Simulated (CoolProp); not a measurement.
A simple Rankine cycle with toluene: condensing at 294.15 K, boiler at 0.539 MPa, turbine inlet 605.3 K, turbine efficiency 0.9, pump efficiency 0.8, no recuperator. Each further row changes one setting.

The numbers come from the reference Helmholtz-energy equation of state, Lemmon 2006 in CoolProp. It is a short technical equation, of lower accuracy than the large ones.

| case | thermal efficiency (%) | net work (kJ/kg) | heat in (kJ/kg) | turbine exit temperature (K) | volume ratio over the turbine |
|---|---|---|---|---|---|
| as stated | 24.1 | 223 | 926 | 488.6 | (withheld) |
| condensing temperature 286.15 K | (withheld) | 240 | (withheld) | 479.3 | (withheld) |
| boiler pressure 0.377 MPa | 22.6 | (withheld) | (withheld) | 497.1 | 104 |
| turbine efficiency 0.8 | 21.4 | 198 | 926 | 502.1 | 152 |

**Question.** Some entries are withheld; supply them.

**Answer.** 
- as stated, volume ratio over the turbine: 148
- condensing temperature 286.15 K, thermal efficiency (%): 25.5
- condensing temperature 286.15 K, heat in (kJ/kg): 939
- condensing temperature 286.15 K, volume ratio over the turbine: 226
- boiler pressure 0.377 MPa, net work (kJ/kg): 210
- boiler pressure 0.377 MPa, heat in (kJ/kg): 928
